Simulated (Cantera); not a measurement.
An isothermal, constant-pressure homogeneous reactor starts with NO : N2 = 1 : 0.1 (molar parts), at 1648 K and 0.210 bar. Integrator tolerance rtol = 1e-08.

Computed with Cantera and GRI-Mech 3.0 (53 species, 325 reactions).

What does this change do: pressure from 0.210 bar to 10.00 Torr?


| quantity | before | after |
|---|---|---|
| x(NO) at 20.0 s | 0.639 (gas-phase equilibrium 0.00290) | 0.884 (gas-phase equilibrium 0.00290) |
| x(O2) at 20.0 s | 0.135 (gas-phase equilibrium 0.453) | 0.0122 (gas-phase equilibrium 0.453) |
| x(O) at 20.0 s | 2.12e-5 (gas-phase equilibrium 3.74e-5) | 4.07e-5 (gas-phase equilibrium 0.000149) |
| x(N2) at 20.0 s | 0.226 (gas-phase equilibrium 0.544) | 0.103 (gas-phase equilibrium 0.544) |
| x(N2O) at 20.0 s | 0.000139 (gas-phase equilibrium 6.52e-8) | 0.000247 (gas-phase equilibrium 1.64e-8) |
| x(NO2) at 20.0 s | 0.000828 (gas-phase equilibrium 6.92e-6) | 8.06e-5 (gas-phase equilibrium 1.74e-6) |
Radical loss at walls, strong at low pressure, is not modelled.

What does this change do: temperature 1648 to 1998 K?


| quantity | before | after |
|---|---|---|
| x(NO) at 20.0 s | 0.639 (gas-phase equilibrium 0.00290) | 0.0111 (gas-phase equilibrium 0.00926) |
| x(O2) at 20.0 s | 0.135 (gas-phase equilibrium 0.453) | 0.448 (gas-phase equilibrium 0.449) |
| x(O) at 20.0 s | 2.12e-5 (gas-phase equilibrium 3.74e-5) | 0.000968 (gas-phase equilibrium 0.000969) |
| x(N2) at 20.0 s | 0.226 (gas-phase equilibrium 0.544) | 0.540 (gas-phase equilibrium 0.541) |
| x(N2O) at 20.0 s | 0.000139 (gas-phase equilibrium 6.52e-8) | 2.10e-7 (gas-phase equilibrium 1.98e-7) |
| x(NO2) at 20.0 s | 0.000828 (gas-phase equilibrium 6.92e-6) | 1.29e-5 (gas-phase equilibrium 1.07e-5) |
